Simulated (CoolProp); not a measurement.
Vapour-liquid equilibrium of o-xylene (1) + n-nonane (2) at 402.6 K; x and y are mole fractions of (1).

Model: multi-fluid Helmholtz-energy mixture model, Zhou 2012 and Lemmon 2006; pair parameters Bell 2016, in CoolProp.

| x | bubble pressure (bar) | y at the bubble point | dew pressure at overall composition x (bar) | liquid density (mol/L) |
|---|---|---|---|---|
| 0.05 | 0.5672 | 0.068 | 0.5641 | 4.986 |
| 0.15 | 0.5889 | 0.194 | 0.5812 | 5.170 |
| 0.25 | 0.6084 | 0.307 | 0.5985 | 5.367 |
| 0.35 | 0.6255 | 0.410 | 0.6156 | 5.576 |
| 0.45 | 0.6401 | 0.505 | 0.6319 | 5.801 |
| 0.55 | 0.6522 | 0.594 | 0.6465 | 6.042 |
| 0.65 | 0.6616 | 0.680 | 0.6586 | 6.301 |
| 0.75 | 0.6682 | 0.766 | 0.6672 | 6.581 |
| 0.85 | 0.6719 | 0.854 | 0.6718 | 6.882 |
| 0.95 | 0.6723 | 0.949 | 0.6722 | 7.209 |

y crosses x between x = 0.85 and 0.95: the model has an azeotrope there.

Pair parameters are fitted to limited data, so mixtures are less certain than the pure fluids.
